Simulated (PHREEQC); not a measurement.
1 kg of water holding 0.32 mol/kgw NaOH meets 20 L of dry gas (CO2 0.46, CH4 0.2, H2S 0.34 by moles) at fixed total pressure, at 100 °C; fugacities by Peng-Robinson. The gases take part in no redox reaction, some water evaporates into the gas, and hydrates or a liquid gas phase aren't modelled. No solid was allowed to form.

Model: ion-association model, phreeqc.dat, run in PHREEQC.

| P (atm) | dissolved CO2 (all carbonate carbon) (mol/kgw) | φ of CO2 | p of CO2 (atm) | dissolved CH4 (mol/kgw) | φ of CH4 | p of CH4 (atm) |
|---|---|---|---|---|---|---|
| 1 | 0.287 | 1.001 | 0.00556 | 4.17e-6 | 1.006 | 0.00460 |
| 2 | [?] | 0.996 | 0.472 | 0.000244 | 1.003 | 0.264 |
| 3 | [?] | 0.993 | 0.947 | 0.000444 | 1.002 | 0.482 |
| 5 | [?] | 0.987 | 1.88 | 0.000824 | 1.000 | 0.898 |
| 7.5 | [?] | 0.980 | 3.04 | 0.00129 | 0.998 | 1.41 |
| 10 | 0.155 | 0.973 | 4.20 | 0.00174 | 0.996 | 1.92 |
| 15 | 0.175 | 0.960 | 6.51 | 0.00264 | 0.993 | 2.93 |

Problem. Some entries are withheld; supply them.

Solution. 
- 2, dissolved CO2 (all carbonate carbon) (mol/kgw): 0.136
- 3, dissolved CO2 (all carbonate carbon) (mol/kgw): 0.135
- 5, dissolved CO2 (all carbonate carbon) (mol/kgw): 0.138
- 7.5, dissolved CO2 (all carbonate carbon) (mol/kgw): 0.146

Constants without temperature data keep their 25 °C values here.
